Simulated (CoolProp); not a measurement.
A simple Rankine cycle with isobutene: condensing at 332.15 K, boiler at 1.97 MPa, turbine inlet 391.9 K, turbine efficiency 0.75, pump efficiency 0.8, no recuperator. Each further row changes one setting.

The numbers come from the reference Helmholtz-energy equation of state, Lemmon 2005 in CoolProp. It is a short technical equation, of lower accuracy than the large ones.

```csv
case,thermal efficiency (%),net work (kJ/kg),heat in (kJ/kg),turbine exit temperature (K),volume ratio over the turbine
as stated,7.3,29.0,399,358.8,2.83
turbine inlet 411.9 K,7.2,32.4,448,381.1,2.74
condensing temperature 324.15 K,8.5,35.5,[?],[?],3.46
boiler pressure 1.38 MPa,[?],20.3,420,373.4,1.86
turbine efficiency 0.65,6.2,24.8,399,[?],2.85
```

Problem. Some entries are withheld; supply them.

Solution. 
- condensing temperature 324.15 K, heat in (kJ/kg): 419
- condensing temperature 324.15 K, turbine exit temperature (K): 353.1
- boiler pressure 1.38 MPa, thermal efficiency (%): 4.8
- turbine efficiency 0.65, turbine exit temperature (K): 360.9
